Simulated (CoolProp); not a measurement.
Vapour-liquid equilibrium of acetone (1) + n-heptane (2) at 426.9 K; x and y are mole fractions of (1).

Model: multi-fluid Helmholtz-energy mixture model, Lemmon 2006 and Span 2003; pair parameters Bell 2016, in CoolProp.

```
x     bubble pressure (kPa)  y at the bubble point  dew pressure at overall composition x (kPa)  liquid density (mol/L)
----  ---------------------  ---------------------  -------------------------------------------  ----------------------
0.05                  504.7                  0.208                                        425.4                   5.673
0.15                  672.4                  0.429                                        472.8                   5.924
0.25                  803.9                  0.547                                        530.7                   6.201
0.35                  907.3                  0.624                                        602.7                   6.514
0.45                  989.9                  0.682                                        693.2                   6.874
0.55                   1058                  0.730                                        807.3                   7.295
0.65                   1115                  0.777                                        944.5                   7.795
0.75                   1162                  0.826                                         1083                   8.399
0.85                   1201                  0.882                                         1181                   9.133
0.95                   1225                  0.955                                         1224                   10.03
```

No azeotrope shows between x = 0.05 and 0.95.

The pair parameters rest on a limited set of measurements; away from them the model extrapolates.
